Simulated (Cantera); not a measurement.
A Cantera script and its output.

```python
import numpy as np
import cantera as ct

gas = ct.Solution("gri30.yaml")
gas.TPX = 1375, 2400, {'N2O': 1, 'H2': 0.033, 'N2': 4.3}
reactor = ct.IdealGasConstPressureReactor(gas, energy="off", clone=False)
net = ct.ReactorNet([reactor])
net.rtol, net.atol = 1e-08, 1e-18
show = ['N2O', 'H2', 'NO2', 'OH', 'NO', 'H', 'H2O2']
times = np.geomspace(2e-05, 30, 14)

steps = ct.SolutionArray(gas, extra=["t"])
rows = []
print(f"{'t/s':>10s}{'T/K':>9s}{'P/Pa':>11s}" + "".join(f"{s:>11s}" for s in show))
for t in times:
    while net.time < t:
        t_next = net.step()
        steps.append(gas.state, t=t_next)
    rows.append([np.interp(t, steps.t, y) for y in (steps.T, steps.P, *steps(*show).X.T)])
    print(f"{t:10.3e}{rows[-1][0]:9.1f}{rows[-1][1]:11.4g}" + "".join(f"{x:11.3e}" for x in rows[-1][2:]))
rate = np.gradient(steps.T, steps.t)
print("integrator steps:", len(steps.t))
if steps.T.max() > steps.T[0] + 200:
    print(f"time of steepest temperature rise: {steps.t[rate.argmax()]:.4e} s")
gas.TPX = 1375, 2400, {'N2O': 1, 'H2': 0.033, 'N2': 4.3}
gas.equilibrate("TP")
print(f"equilibrium (TP): T = {gas.T:.1f} K  " + "  ".join(f"{s} {gas[s].X[0]:.3e}" for s in show))
```

It prints:

```
       t/s      T/K       P/Pa        N2O         H2        NO2         OH         NO          H       H2O2
 2.000e-05   1375.0       2400  1.875e-01  6.188e-03  1.050e-18  7.939e-09  2.385e-09  6.929e-09  3.220e-17
 5.972e-05   1375.0       2400  1.875e-01  6.188e-03  8.379e-17  7.446e-08  2.096e-08  5.270e-08  2.631e-15
 1.783e-04   1375.0       2400  1.875e-01  6.187e-03  9.271e-15  6.762e-07  1.775e-07  3.339e-07  2.139e-13
 5.325e-04   1375.0       2400  1.875e-01  6.180e-03  2.513e-12  4.896e-06  1.348e-06  1.727e-06  1.476e-11
 1.590e-03   1375.0       2400  1.874e-01  6.104e-03  6.994e-10  2.243e-05  8.675e-06  6.722e-06  6.084e-10
 4.747e-03   1375.0       2400  1.866e-01  5.508e-03  5.866e-08  5.874e-05  4.948e-05  1.563e-05  7.221e-09
 1.418e-02   1375.0       2400  1.838e-01  3.136e-03  6.466e-07  9.247e-05  1.964e-04  1.440e-05  9.989e-09
 4.233e-02   1375.0       2400  1.796e-01  5.585e-04  6.213e-06  6.632e-05  4.685e-04  2.077e-06  8.376e-09
 1.264e-01   1375.0       2400  1.746e-01  2.379e-05  2.911e-05  4.050e-05  1.119e-03  1.604e-07  3.060e-09
 3.774e-01   1375.0       2400  1.620e-01  3.408e-07  5.126e-05  4.133e-05  2.979e-03  1.100e-07  1.172e-09
 1.127e+00   1375.0       2400  1.300e-01  3.274e-07  5.255e-05  4.317e-05  7.700e-03  1.249e-07  4.907e-10
 3.365e+00   1375.0       2400  6.857e-02  3.989e-07  3.144e-05  4.298e-05  1.658e-02  1.614e-07  3.063e-10
 1.005e+01   1375.0       2400  1.112e-02  5.081e-07  9.492e-06  4.025e-05  2.450e-02  1.997e-07  2.393e-10
 3.000e+01   1375.0       2400  1.752e-04  1.087e-07  1.073e-05  1.771e-05  2.577e-02  1.876e-08  5.251e-11
integrator steps: 1833
equilibrium (TP): T = 1375.0 K  N2O 4.555e-09  H2 3.912e-08  NO2 3.361e-07  OH 1.148e-05  NO 4.265e-04  H 4.404e-09  H2O2 2.388e-11
```

Model: GRI-Mech 3.0 (53 species, 325 reactions), integrated in Cantera. GRI-Mech 3.0 was tuned for natural gas; its chemistry of N2O as a main component is partial and can be far from experiment. Radical loss at walls, strong at low pressure, is not modelled. The mechanism lacks the step 2 NO + O2 → 2 NO2, which can matter for NO2 below about 1400 K. The temperature is held fixed by assumption; the heat of reaction is taken as removed at once.
